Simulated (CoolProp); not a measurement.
Aqueous calcium chloride as a coolant, 10 % by mass, freezing at -5.8 °C, 1 atm.

Computed with CoolProp (Melinder's fits for secondary coolants).

| T (°C) | conductivity (W/(m K)) | density (kg/m³) | Prandtl number | viscosity (mPa s) |
|---|---|---|---|---|
| -2.9 | 0.551 | 1089 | 15.8 | 2.44 |
| 7.4 | [?] | 1087 | 11.3 | 1.79 |
| 17.7 | 0.583 | 1086 | [?] | [?] |
| 28 | 0.600 | 1084 | 6.58 | 1.09 |
| 38.4 | 0.616 | 1079 | 5.26 | 0.888 |

### Question
Fill in the missing entries.

### Answer

- 7.4, conductivity (W/(m K)): 0.567
- 17.7, Prandtl number: 8.47
- 17.7, viscosity (mPa s): 1.37
